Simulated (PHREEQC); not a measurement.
A column of 0.5 m (30 cells, dispersivity 0.025 m, 3600 s a shift, diffusion coefficient 3e-10 m²/s) holds 0.16 eq of the database's cation exchanger X per kg of pore water, first in equilibrium with 0.00084 mol/kgw BaCl2, 0.00067 mol/kgw KCl, 0.0093 mol/kgw CaCl2 and 1e-05 mol/kgw HCl. It is flushed with 0.0072 mol MnCl2, 0.038 mol ZnCl2 and 1e-05 mol HCl per kg of water, at 40 °C. Values are for the last cell. No CO2 enters from the air. Nothing may precipitate in this run.

The series has 31 steps of pore volumes, from 0 to 6.017.

All values are PHREEQC results (ion-association model, phreeqc.dat), not measurements.

After how many pore volumes does Zn at the outlet first reach half of its feed value?

By 2.8 pore volumes.

After how many pore volumes does Mn at the outlet first reach half of its feed value?

By 1.8 pore volumes.

Complexes and solids missing from the database can't appear. Constants without temperature data keep their 25 °C values here.
